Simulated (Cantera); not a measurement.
Stirred combustor or abatement burner

A perfectly stirred reactor is fed with 7.74 % CH3OH, 6.83 % O2, 82.0 % N2, 3.41 % H2O, at 825 Torr; it is adiabatic with a 625 K inlet, and is followed from long to short residence time, starting on the burning branch (τ in s: 0.11, 0.05, 0.023, 0.011, 0.0048, 0.0022, 0.001, 0.00047, 0.00022, 9.9e-05, 4.6e-05, 2.1e-05, 9.7e-06).

Model: GRI-Mech 3.0 (53 species, 325 reactions), integrated in Cantera. GRI-Mech 3.0 was tuned for natural gas; its chemistry of methanol as a main component is partial and can be far from experiment.

```
τ (s)    T (K)   x CH3OH      x O2   x H2O    x HO2     x NO
-------  -----  --------  --------  ------  -------  -------
0.11      1344   2.97e-5  0.000716   0.123  9.06e-7  2.45e-7
0.050     1335   5.39e-5   0.00123   0.124  1.97e-6  2.57e-7
0.023     1320  0.000103   0.00213   0.126  4.74e-6  2.23e-7
0.011      625    0.0774    0.0683  0.0341   <1e-12   <1e-12
0.0048     625    0.0774    0.0683  0.0341   <1e-12   <1e-12
0.0022     625    0.0774    0.0683  0.0341   <1e-12   <1e-12
0.0010     625    0.0774    0.0683  0.0341   <1e-12   <1e-12
0.00047    625    0.0774    0.0683  0.0341   <1e-12   <1e-12
0.00022    625    0.0774    0.0683  0.0341   <1e-12   <1e-12
9.9e-5     625    0.0774    0.0683  0.0341   <1e-12   <1e-12
4.6e-5     625    0.0774    0.0683  0.0341   <1e-12   <1e-12
2.1e-5     625    0.0774    0.0683  0.0341   <1e-12   <1e-12
9.7e-6     625    0.0774    0.0683  0.0341   <1e-12   <1e-12
```
x: mole fraction; the columns are a selection and need not sum to one.
